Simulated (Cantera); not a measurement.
**Thermodynamics of carbon deposition, reforming and gasification, feed C2H2 + H2 + NH3**

Input: 1 mol C2H2, 0.43 mol H2, 0.57 mol NH3, at 75.0 Torr.

Method: chemical equilibrium by Gibbs-energy minimisation in Cantera with the NASA 1993 tables (ideal gas, pure condensed phases). Candidate condensed phases: C, C6H6, C7H8, C8H18; 92 gas species. The numbers say what is thermodynamically allowed, not how fast it happens.

```tsv
T (K)	x H2	x N2	x CH4	x H	x HCN	n C(graphite)
1025	0.883	0.112	0.00573	1.29e-8	2.41e-6	1.99
1100	0.886	0.111	0.00282	7.70e-8	6.98e-6	1.99
1175	0.887	0.111	0.00151	3.65e-7	1.76e-5	2.00
1250	0.888	0.111	0.000867	1.44e-6	3.98e-5	2.00
1325	0.888	0.111	0.000530	4.87e-6	8.19e-5	2.00
1400	0.889	0.111	0.000341	1.45e-5	0.000156	2.00
1475	0.889	0.111	0.000230	3.87e-5	0.000277	2.00
1550	0.889	0.111	0.000161	9.39e-5	0.000466	2.00
1625	0.888	0.111	0.000116	0.000210	0.000747	2.00
1700	0.888	0.110	8.64e-5	0.000439	0.00115	2.00
1775	0.887	0.110	6.59e-5	0.000862	0.00169	1.99
1850	0.886	0.110	5.14e-5	0.00160	0.00242	1.99
1925	0.884	0.109	4.08e-5	0.00284	0.00337	1.99
2000	0.881	0.108	3.30e-5	0.00483	0.00455	1.98
```
x: gas mole fraction; n: condensed amount in mol.

From 1025 K to 2000 K the condensed part is C(graphite). The main C-bearing gas is CH4 at 1025 K and HCN at 2000 K.
